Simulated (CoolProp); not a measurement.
Oxygen at 298.15 K and 1.08 MPa is compressed adiabatically to 3.07 MPa with isentropic efficiency 0.85. Each further row changes one setting.

Computed with CoolProp (reference Helmholtz-energy equation of state, Schmidt 1985).

```csv
case,work (kJ/kg),final temperature (K),final density (kg/m³)
as stated,?,?,?
efficiency 1,93.9,400.7,?
efficiency 0.65,?,452.8,?
```

Q: Fill in the missing entries.

A: 
- as stated, work (kJ/kg): 110
- as stated, final temperature (K): 417.8
- as stated, final density (kg/m³): 28.2
- efficiency 1, final density (kg/m³): 29.5
- efficiency 0.65, work (kJ/kg): 144
- efficiency 0.65, final density (kg/m³): 26.0

Above 300 K oxygen's equation is extrapolated.
